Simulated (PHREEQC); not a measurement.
0.5 mol of Cd(OH)2 (Cd(OH)2) is brought to equilibrium with 1 kg of water, with rising amounts of KF, at 25 °C. Oxygen alone is held at its pressure in air (log pO2 = -0.68). No CO2 enters from the air. Only these solids could form: Cd(OH)2, CdF2.

Model: ion-association model, wateq4f.dat, run in PHREEQC.

Task: Predict dissolved Cd (mol/kgw), CdF+ (mol/kgw) at KF added (mol) = 0.0208, 0.104.

Result: 
```csv
KF added (mol),dissolved Cd (mol/kgw),CdF+ (mol/kgw)
0.0208,1.58e-5,1.79e-6
0.104,2.13e-5,5.97e-6
```
